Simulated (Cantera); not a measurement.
A Cantera script and its output.

```python
import numpy as np
import cantera as ct

gas = ct.Solution("gri30.yaml")
gas.TPX = 1300, 100000, {'N2O': 1, 'N2': 0.73}
reactor = ct.IdealGasConstPressureReactor(gas, energy="off", clone=False)
net = ct.ReactorNet([reactor])
net.rtol, net.atol = 1e-08, 1e-18
show = ['N2O', 'N2', 'NO', 'O', 'NO2']
times = np.geomspace(0.0001, 100, 9)

steps = ct.SolutionArray(gas, extra=["t"])
rows = []
print(f"{'t/s':>10s}{'T/K':>9s}{'P/Pa':>11s}" + "".join(f"{s:>11s}" for s in show))
for t in times:
    while net.time < t:
        t_next = net.step()
        steps.append(gas.state, t=t_next)
    rows.append([np.interp(t, steps.t, y) for y in (steps.T, steps.P, *steps(*show).X.T)])
    print(f"{t:10.3e}{rows[-1][0]:9.1f}{rows[-1][1]:11.4g}" + "".join(f"{x:11.3e}" for x in rows[-1][2:]))
rate = np.gradient(steps.T, steps.t)
print("integrator steps:", len(steps.t))
if steps.T.max() > steps.T[0] + 200:
    print(f"time of steepest temperature rise: {steps.t[rate.argmax()]:.4e} s")
gas.TPX = 1300, 100000, {'N2O': 1, 'N2': 0.73}
gas.equilibrate("TP")
print(f"equilibrium (TP): T = {gas.T:.1f} K  " + "  ".join(f"{s} {gas[s].X[0]:.3e}" for s in show))
```

It prints:

```
       t/s      T/K       P/Pa        N2O         N2         NO          O        NO2
 1.000e-04   1300.0      1e+05  5.778e-01  4.221e-01  2.659e-05  7.225e-06  3.253e-09
 5.623e-04   1300.0      1e+05  5.766e-01  4.227e-01  1.592e-04  7.222e-06  1.117e-07
 3.162e-03   1300.0      1e+05  5.702e-01  4.263e-01  8.953e-04  7.201e-06  2.845e-06
 1.778e-02   1300.0      1e+05  5.359e-01  4.453e-01  4.789e-03  7.046e-06  3.574e-05
 1.000e-01   1300.0      1e+05  3.877e-01  5.279e-01  2.097e-02  6.188e-06  1.880e-04
 5.623e-01   1300.0      1e+05  9.849e-02  6.922e-01  4.654e-02  2.930e-06  4.326e-04
 3.162e+00   1300.0      1e+05  7.851e-04  7.506e-01  4.933e-02  1.134e-07  5.056e-04
 1.778e+01   1300.0      1e+05  6.956e-07  7.511e-01  4.927e-02  7.951e-08  5.187e-04
 1.000e+02   1300.0      1e+05  6.905e-07  7.512e-01  4.908e-02  7.953e-08  5.168e-04
integrator steps: 1167
equilibrium (TP): T = 1300.0 K  N2O 2.682e-08  N2 7.756e-01  NO 4.078e-04  O 8.427e-08  NO2 4.553e-06
```

Model: GRI-Mech 3.0 (53 species, 325 reactions), integrated in Cantera. GRI-Mech 3.0 was tuned for natural gas; its chemistry of N2O as a main component is partial and can be far from experiment. The mechanism lacks the step 2 NO + O2 → 2 NO2, which can matter for NO2 below about 1400 K. The temperature is held fixed by assumption; the heat of reaction is taken as removed at once.
